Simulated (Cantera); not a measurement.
A closed system holds: 1 mol Si, 1.3 mol HCl, 1.2 mol H2, held at 1575 K and 3.20 Pa.

These are equilibrium values from Cantera (NASA tables, ideal gas, pure condensed phases), not measurements of a reactor. Candidate condensed phases: Si; 19 gas species. The tables' values for SiCl, SiCl3 are old estimates; treat these amounts as uncertain. Rates play no part.

Base state: H2 0.644, HCl 0.178, SiCl2 0.168, H 0.00589, Si 0.00179, Cl 0.00130, SiCl 0.000896, SiCl3 0.000332 (mole fractions); condensed: Si(s).

What changes in the equilibrium state with this change: temperature from 1575 K to 725 K?


```json
[
 {"species": "H2", "before": "0.644", "after": "0.844"},
 {"species": "SiCl4", "before": "1.72e-6", "after": "0.143"},
 {"species": "HCl", "before": "0.178", "after": "0.00632"},
 {"species": "SiCl2", "before": "0.168", "after": "3.73e-5"},
 {"species": "H", "before": "0.00589", "after": "<1e-9"},
 {"species": "Si", "before": "0.00179", "after": "<1e-9"},
 {"species": "Cl", "before": "0.00130", "after": "<1e-9"},
 {"species": "SiCl", "before": "0.000896", "after": "<1e-9"},
 {"species": "Si(s), mol", "before": "0.571", "after": "0.675"}
]
```
The tables' values for SiCl3 are old estimates; treat these amounts as uncertain.
